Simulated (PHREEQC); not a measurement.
# Alkaline etch or developer (model solution)

Consider water at 76 °C with 0.0087 mol CsOH, 0.00026 mol K2SiO3 and 0.00013 mol K2CO3 per kg of water. Closed to the air; pH follows from the charge balance.

Equilibrium calculation in PHREEQC: ion-association model, wateq4f.dat.

Each row changes one thing in this solution. Precipitation was switched off in this run.

| case | pH | ionic strength (mol/kgw) | H3SiO4- (mol/kgw) | CO3-2 (mol/kgw) | HCO3- (mol/kgw) | H2SiO4-2 (mol/kgw) | SI of Quartz (SiO2) |
|---|---|---|---|---|---|---|---|
| as made | 10.59 | 0.00959 | 0.000240 | 0.000104 | 2.56e-5 | 1.03e-5 | -1.66 |
| temperature from 76 to 10 °C | 12.44 | 0.00963 | 0.000239 | 0.000129 | 1.08e-6 | [?] | [?] |
| temperature from 76 to 40 °C | 11.45 | 0.00962 | 0.000241 | 0.000124 | [?] | 1.52e-5 | -1.72 |
| 0.0001 mol/kgw CdSO4 added | 10.59 | 0.00979 | 0.000240 | 0.000104 | 2.58e-5 | 1.02e-5 | -1.65 |
| diluted 100-fold with water | 8.65 | 9.49e-5 | 5.16e-7 | 4.37e-8 | 1.25e-6 | 1.92e-10 | -2.34 |
| CsOH left out | 9.36 | 0.000801 | [?] | 2.07e-5 | 0.000109 | 2.94e-7 | -0.61 |

Task: Some entries are withheld; supply them.

Result: 
- temperature from 76 to 10 °C, H2SiO4-2 (mol/kgw): 2.05e-5
- temperature from 76 to 10 °C, SI of Quartz (SiO2): -1.81
- temperature from 76 to 40 °C, HCO3- (mol/kgw): 5.45e-6
- CsOH left out, H3SiO4- (mol/kgw): 0.000146

Some of these states are supersaturated (in Otavite, for instance). At this temperature some constants are extrapolated from 25 °C, and those without enthalpy data are left unchanged.
